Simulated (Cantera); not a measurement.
An adiabatic, constant-pressure homogeneous reactor starts with H₂ : O₂ : N₂ : H₂O = 1 : 0.794 : 8.73 : 1.4 (molar parts), equivalence ratio 0.63, at 1475 K and 0.987 atm.

Computed with Cantera and GRI-Mech 3.0 (53 species, 325 reactions).

Task: Predict: time of steepest temperature rise; temperature at 2.00 s; equilibrium temperature; x(H₂) at 2.00 s; x(O₂) at 2.00 s; x(H₂O) at 2.00 s; x(H) at 2.00 s; x(NO₂) at 2.00 s; x(HO₂) at 2.00 s; x(NO) at 2.00 s.

Result: 
```json
{
 "time_of_steepest_temperature_rise": "38.6 µs",
 "temperature at 2.00 s": "2027 K",
 "equilibrium_temperature": "2025 K",
 "x(H₂) at 2.00 s": "0.000474 (gas-phase equilibrium 0.000471)",
 "x(O₂) at 2.00 s": "0.0246 (gas-phase equilibrium 0.0240)",
 "x(H₂O) at 2.00 s": "0.208 (gas-phase equilibrium 0.208)",
 "x(H) at 2.00 s": "4.28e-5 (gas-phase equilibrium 4.21e-5)",
 "x(NO₂) at 2.00 s": "9.44e-7 (gas-phase equilibrium 1.53e-6)",
 "x(HO₂) at 2.00 s": "9.12e-7 (gas-phase equilibrium 8.90e-7)",
 "x(NO) at 2.00 s": "0.00168 (gas-phase equilibrium 0.00274)"
}
```
